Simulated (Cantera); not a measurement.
## Ammonia decomposition in nitride growth gas

An isothermal, constant-pressure homogeneous reactor starts with NH₃ : H₂ = 1 : 2.8 (molar parts), at 1873 K and 100000 Pa.

Model: the gas-phase N/H chemistry of the illustrative SiF4/NH3 mechanism in the Surface Chemkin manual (1991), integrated in Cantera. Walls and surfaces, which speed up NH3 decomposition in real reactors, are not modelled.

```json
[
 {"t (s)": "9.00e-6", "x NH₃": "0.263", "x H₂": "0.737", "x N₂H₄": "4.46e-11", "x N₂H₂": "1.07e-10", "x N₂": "6.83e-12", "x NH₂": "5.78e-6", "x N": "2.01e-12"},
 {"t (s)": "2.87e-5", "x NH₃": "0.263", "x H₂": "0.737", "x N₂H₄": "4.67e-10", "x N₂H₂": "1.40e-9", "x N₂": "1.53e-9", "x NH₂": "1.84e-5", "x N": "7.37e-11"},
 {"t (s)": "9.16e-5", "x NH₃": "0.263", "x H₂": "0.737", "x N₂H₄": "4.70e-9", "x N₂H₂": "1.75e-8", "x N₂": "2.52e-7", "x NH₂": "5.81e-5", "x N": "2.39e-9"},
 {"t (s)": "0.000292", "x NH₃": "0.263", "x H₂": "0.737", "x N₂H₄": "3.76e-8", "x N₂H₂": "1.96e-7", "x N₂": "1.58e-5", "x NH₂": "0.000164", "x N": "5.33e-8"},
 {"t (s)": "0.000932", "x NH₃": "0.262", "x H₂": "0.737", "x N₂H₄": "8.47e-8", "x N₂H₂": "5.30e-7", "x N₂": "0.000270", "x NH₂": "0.000246", "x N": "1.78e-7"},
 {"t (s)": "0.00297", "x NH₃": "0.260", "x H₂": "0.739", "x N₂H₄": "8.47e-8", "x N₂H₂": "5.32e-7", "x N₂": "0.00129", "x NH₂": "0.000246", "x N": "1.81e-7"},
 {"t (s)": "0.00949", "x NH₃": "0.252", "x H₂": "0.743", "x N₂H₄": "8.11e-8", "x N₂H₂": "5.09e-7", "x N₂": "0.00445", "x NH₂": "0.000241", "x N": "1.81e-7"},
 {"t (s)": "0.0303", "x NH₃": "0.228", "x H₂": "0.757", "x N₂H₄": "7.07e-8", "x N₂H₂": "4.45e-7", "x N₂": "0.0137", "x NH₂": "0.000225", "x N": "1.80e-7"},
 {"t (s)": "0.0965", "x NH₃": "0.172", "x H₂": "0.792", "x N₂H₄": "4.69e-8", "x N₂H₂": "3.00e-7", "x N₂": "0.0362", "x NH₂": "0.000183", "x N": "1.74e-7"},
 {"t (s)": "0.308", "x NH₃": "0.0819", "x H₂": "0.846", "x N₂H₄": "1.56e-8", "x N₂H₂": "1.06e-7", "x N₂": "0.0717", "x NH₂": "0.000106", "x N": "1.50e-7"},
 {"t (s)": "0.983", "x NH₃": "0.0201", "x H₂": "0.883", "x N₂H₄": "1.57e-9", "x N₂H₂": "1.20e-8", "x N₂": "0.0962", "x NH₂": "3.36e-5", "x N": "8.07e-8"},
 {"t (s)": "3.13", "x NH₃": "0.00415", "x H₂": "0.893", "x N₂H₄": "8.37e-11", "x N₂H₂": "6.80e-10", "x N₂": "0.102", "x NH₂": "7.75e-6", "x N": "2.35e-8"},
 {"t (s)": "10.0", "x NH₃": "0.00108", "x H₂": "0.895", "x N₂H₄": "5.84e-12", "x N₂H₂": "4.80e-11", "x N₂": "0.104", "x NH₂": "2.05e-6", "x N": "6.43e-9"}
]
```
x: mole fraction; the columns are a selection and need not sum to one.

Equilibrium at this temperature and pressure: NH₃ 6.85e-6, H₂ 0.895, N₂H₄ <1e-12, N₂H₂ <1e-12, N₂ 0.104, NH₂ 1.30e-8, N 4.10e-11 (gas phase only).
